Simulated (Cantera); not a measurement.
**Ammonia decomposition in nitride growth gas**

A perfectly stirred reactor is fed with 84.1 % NH₃, 10.9 % H₂, 4.96 % N₂, at 20.0 Torr; it is held at 2150 K, and followed from long to short residence time.

Model: the gas-phase N/H chemistry of the illustrative SiF4/NH3 mechanism in the Surface Chemkin manual (1991), integrated in Cantera. Walls and surfaces, which speed up NH3 decomposition in real reactors, are not modelled.

```csv
τ (s),x NH₃,x H₂,x N₂H₄,x NH₂,x N₂,x H
0.33,0.267,0.542,5.15e-9,0.00114,0.190,0.000760
0.11,0.487,0.375,1.19e-8,0.00173,0.136,0.000441
0.038,0.674,0.234,1.92e-8,0.00219,0.0897,0.000254
0.013,0.777,0.156,2.34e-8,0.00242,0.0643,0.000163
0.0043,0.820,0.123,2.22e-8,0.00236,0.0538,0.000120
0.0015,0.835,0.113,1.43e-8,0.00190,0.0504,8.68e-5
0.00049,0.839,0.110,3.60e-9,0.000951,0.0496,4.25e-5
0.00017,0.841,0.109,4.83e-10,0.000349,0.0496,1.64e-5
```
x: mole fraction; the columns are a selection and need not sum to one.
